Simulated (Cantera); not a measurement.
A Cantera script and what it prints.

```python
import numpy as np
import cantera as ct

gas_names = """
    N NO NO2 NO3 N2 N2O O O2 O3 Si SiN SiO SiO2 Si2 Si2N Si3
""".split()
cond_names = """
    Si(cr) Si(L) SiO2(Lqz) SiO2(hqz) SiO2(L) Si2N2O(s) Si3N4(a)
""".split()


# ... load() reads the species with a 1 bar reference pressure and builds the phases ...
atoms = {
    'Si3N4': {'Si': 3, 'N': 4},
    'O2': {'O': 2},
    'N2': {'N': 2},
}
top_T = {'Si2N2O(s)': 2100, 'Si3N4(a)': 2400}  # K; cautious upper limits of use, not melting points


# ... equilibrate(T, P, feed) seeds the gas with the atoms and calls Mixture.equilibrate('TP', solver="vcs", rtol=1e-11, max_steps=5000) ...
results = []
feed = {'Si3N4': 1, 'O2': 0.22, 'N2': 42}  # mol
P = 1333.22  # Pa
for T in [723, 923, 1123, 1323, 1523, 1723, 1923, 2123]:
    mix = equilibrate(T, P, feed)
    results.append((T, P, feed, dict(zip(mix.species_names, mix.species_moles))))
    x = sorted(zip(gas.X, gas.species_names), reverse=True)
    print(f"T = {T:g} K  P = {P:g} Pa  gas = {mix.phase_moles(0):.4g} mol")
    print("   x: " + "  ".join(f"{s} {v:.3e}" for v, s in x if v > 1e-05))
    print("   condensed (mol): " + ("  ".join(f"{mix.phase(i).name} {mix.phase_moles(i):.4g}"
          for i in range(1, mix.n_phases) if mix.phase_moles(i) > 1e-12) or "none"))
```

Result:

```
T = 723 K  P = 1333.22 Pa  gas = 42.15 mol
   x: N2 1.000e+00
   condensed (mol): Si2N2O(s) 0.44  Si3N4(a) 0.7067
T = 923 K  P = 1333.22 Pa  gas = 42.15 mol
   x: N2 1.000e+00
   condensed (mol): Si2N2O(s) 0.44  Si3N4(a) 0.7067
T = 1123 K  P = 1333.22 Pa  gas = 42.15 mol
   x: N2 1.000e+00
   condensed (mol): Si2N2O(s) 0.44  Si3N4(a) 0.7067
T = 1323 K  P = 1333.22 Pa  gas = 42.15 mol
   x: N2 1.000e+00
   condensed (mol): Si2N2O(s) 0.44  Si3N4(a) 0.7067
T = 1523 K  P = 1333.22 Pa  gas = 42.15 mol
   x: N2 1.000e+00  SiO 1.993e-05
   condensed (mol): Si2N2O(s) 0.4392  Si3N4(a) 0.7069
T = 1723 K  P = 1333.22 Pa  gas = 42.37 mol
   x: N2 9.961e-01  SiO 3.886e-03  Si 2.335e-05
   condensed (mol): Si2N2O(s) 0.2754  Si3N4(a) 0.7612
T = 1923 K  P = 1333.22 Pa  gas = 44.5 mol
   x: N2 9.887e-01  SiO 9.888e-03  Si 1.272e-03  Si2N 6.511e-05  SiN 4.605e-05  Si2 1.087e-05
   condensed (mol): Si(L) 2.494
T = 2123 K  P = 1333.22 Pa  gas = 45.04 mol
   x: N2 9.766e-01  Si 1.275e-02  SiO 9.770e-03  Si2N 3.383e-04  SiN 2.874e-04  Si2 1.745e-04  Si3 3.530e-05
   condensed (mol): Si(L) 1.922
```

Equilibrium computed with Cantera from the NASA thermochemical tables; the gas is ideal and each condensed phase is pure. Mutual solubility and eutectic melting of coexisting phases are not modelled. The tables' values for SiN are old estimates; treat these amounts as uncertain.
